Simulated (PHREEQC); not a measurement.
Consider water at 80 °C with 0.11 mol CuCl2, 7.9e-05 mol H2SO4 and 3.5e-05 mol H3BO3 per kg of water. Closed to the air; pH follows from the charge balance.

The numbers come from PHREEQC with the ion-association model, wateq4f.dat.

Each row changes one thing in this solution. No solid was allowed to form.

```csv
case,pH,ionic strength (mol/kgw),SO4-2 (mol/kgw),HSO4- (mol/kgw)
as made,3.65,0.205,3.94e-5,1.28e-6
CuCl2 from 0.11 to 0.022 mol/kgw,3.79,0.0527,4.36e-5,1.47e-6
temperature from 80 to 25 °C,3.87,0.298,3.40e-5,1.61e-7
H3BO3 left out,3.65,0.205,3.94e-5,1.28e-6
CuCl2 replaced by Cu(NO3)2 at the same molality,3.50,0.330,3.13e-5,1.24e-6
CuCl2 left out,3.82,0.000228,7.48e-5,4.24e-6
```

Species that the database lacks are ignored. Some of these states are supersaturated (in Atacamite, for instance). Constants without temperature data keep their 25 °C values here.
